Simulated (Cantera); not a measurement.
A Cantera script and what it prints.

```python
import numpy as np
import cantera as ct

gas_names = """
    B BF BF2 BF3 BH BHF2 BH2 BH3 B2 F F2 H HF H2 H2F2 H3F3 H4F4 H5F5 H6F6 H7F7
""".split()
cond_names = """
    B(b) B(L)
""".split()


# ... load() reads the species with a 1 bar reference pressure and builds the phases ...
atoms = {
    'BF3': {'B': 1, 'F': 3},
    'H2': {'H': 2},
}
top_T = {}  # K; cautious upper limits of use, not melting points


# ... equilibrate(T, P, feed) seeds the gas with the atoms and calls Mixture.equilibrate('TP', solver="vcs", rtol=1e-11, max_steps=5000) ...
results = []
feed = {'BF3': 1, 'H2': 1.2}  # mol
P = 53  # Pa
for T in [925, 975, 1025, 1075, 1125, 1175, 1225, 1275, 1325, 1375, 1425]:
    mix = equilibrate(T, P, feed)
    results.append((T, P, feed, dict(zip(mix.species_names, mix.species_moles))))

top = {s: max(r[3][s] / sum(r[3][g] for g in gas_names) for r in results) for s in gas_names}
cols = sorted((s for s in top if top[s] > 0.001), key=lambda s: -top[s])[:9]
seen = [c for c in cond_names if any(r[3].get(c, 0) > 1e-12 for r in results)]
print("log10 of partial pressures in bar; condensed amounts in mol")
print(f"{'T/K':>10s}" + "".join(f"{s[:9]:>10s}" for s in cols + seen))
for T, P, feed, n in results:
    ng = sum(n[g] for g in gas_names)
    print(f"{T:10.4g}" + "".join(f"{np.log10(max(n[s] / ng * P / 1e5, 1e-99)):10.3f}" for s in cols)
          + "".join(f"{n.get(c, 0):10.4g}" for c in seen))
```

Result:

```
log10 of partial pressures in bar; condensed amounts in mol
       T/K        H2       BF3        HF       BF2      BHF2        BF
       925    -3.539    -3.619    -6.470    -9.046    -6.471   -12.500
       975    -3.540    -3.619    -6.289    -8.440    -6.293   -11.495
      1025    -3.540    -3.620    -6.126    -7.895    -6.133   -10.591
      1075    -3.541    -3.620    -5.975    -7.404    -5.992    -9.778
      1125    -3.541    -3.621    -5.834    -6.962    -5.868    -9.046
      1175    -3.542    -3.622    -5.697    -6.566    -5.762    -8.392
      1225    -3.543    -3.623    -5.562    -6.213    -5.677    -7.814
      1275    -3.544    -3.625    -5.423    -5.904    -5.614    -7.311
      1325    -3.546    -3.629    -5.279    -5.635    -5.573    -6.879
      1375    -3.549    -3.633    -5.132    -5.402    -5.552    -6.511
      1425    -3.552    -3.639    -4.983    -5.201    -5.548    -6.195
```

These are equilibrium values from Cantera (NASA tables, ideal gas, pure condensed phases), not measurements of a reactor. The tables' values for BF2 are old estimates; treat these amounts as uncertain.
